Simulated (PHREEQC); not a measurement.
0.14 g of hydrous ferric oxide (600 m²/g; 0.2 weak and 0.005 strong sites per Fe, Dzombak-Morel constants, diffuse double layer) in 1 kg of water with 0.001 mol/kgw of an inert sodium salt and 0.00023 mol/kgw NiCl2, 5e-06 mol/kgw Na2SO4 and 2e-06 mol/kgw PbCl2, at 25 °C; the pH is set by adding NaOH or the inert anion's acid. Oxygen is held at 0.21 atm. CO2 from the air is kept out. Precipitation was switched off in this run.

Base run: PHREEQC, ion-association model, wateq4f.dat. Each further column changes one thing. The table gives Pb sorbed (%).

| pH | base | no electrostatic term (-no_edl) | background salt from 0.001 to 0.0001 mol/kgw | oxide from 0.14 to 0.7 g/kgw | 0.0008 mol/kgw MgCl2 added |
|---|---|---|---|---|---|
| 3 | 1.0 | 1.4 | 1.0 | 4.9 | 1.0 |
| 3.5 | 7.3 | 12.3 | 6.8 | 28.2 | 7.5 |
| 4.5 | 78.2 | 91.6 | 76.4 | 95.4 | 79.2 |
| 5 | 96.1 | 98.9 | 95.8 | 99.3 | 96.3 |
| 5.5 | 99.3 | 99.7 | 99.3 | 99.9 | 99.3 |
| 6.5 | 99.8 | 99.9 | 99.8 | 100.0 | 99.8 |
| 7 | 99.9 | 100.0 | 99.8 | 100.0 | 99.8 |
| 7.5 | 99.9 | 100.0 | 99.9 | 100.0 | 99.9 |
| 8.5 | 99.7 | 100.0 | 99.7 | 100.0 | 99.7 |
| 9 | 99.3 | 100.0 | 99.3 | 100.0 | 99.3 |
| 9.5 | 98.3 | 99.9 | 98.3 | 100.0 | 97.9 |
| 10.5 | 97.4 | 98.0 | 97.4 | 100.0 | 90.6 |
| 11 | 96.9 | 90.9 | 97.0 | 100.0 | 84.9 |

In at least one series the solution becomes supersaturated in solids that the run did not let form, among them Ni(OH)2, Ni4(OH)6SO4. The oxide is taken as insoluble; below pH 4 it would dissolve.
